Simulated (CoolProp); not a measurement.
The numbers come from the reference Helmholtz-energy equation of state, Lemmon 2006 in CoolProp. It is a short technical equation, of lower accuracy than the large ones.

### Question
Give the vapour pressure (MPa), enthalpy of vaporisation (kJ/kg), liquid cp (kJ/(kg K)) of saturated isopentane at 86.85 °C.

### Answer
```json
[
 {"T (°C)": "86.85", "p (MPa)": "0.538", "enthalpy of vaporisation (kJ/kg)": "290", "liquid cp (kJ/(kg K))": "2.65"}
]
```
